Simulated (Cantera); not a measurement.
A closed system holds: 1 mol Si, 18 mol HBr, 0.69 mol H2, equilibrated at 1223.15 K and 3.50e-5 bar.

These are equilibrium values from Cantera (NASA tables, ideal gas, pure condensed phases), not measurements of a reactor. Candidate condensed phases: Br2, Si; 19 gas species. The tables' values for SiBr3 are old estimates; treat these amounts as uncertain. Kinetics and transport are ignored.

Base state: HBr 0.787, H2 0.118, SiBr2 0.0441, Br 0.0423, SiBr4 0.00644, SiBr3 0.00217, Br2 2.55e-5, SiHBr3 1.80e-5 (mole fractions); condensed: gas only.

What changes in the equilibrium state with this change: temperature from 1223.15 K to 1448.15 K?


```json
[
 {"species": "HBr", "before": "0.787", "after": "0.527"},
 {"species": "Br", "before": "0.0423", "after": "0.230"},
 {"species": "H2", "before": "0.118", "after": "0.195"},
 {"species": "SiBr2", "before": "0.0441", "after": "0.0470"},
 {"species": "SiBr4", "before": "0.00644", "after": "2.83e-5"},
 {"species": "SiBr", "before": "4.58e-7", "after": "4.20e-5"},
 {"species": "H", "before": "1.75e-5", "after": "0.000689"},
 {"species": "SiHBr3", "before": "1.80e-5", "after": "5.56e-7"}
]
```
The tables' values for SiBr3, SiBr are old estimates; treat these amounts as uncertain.
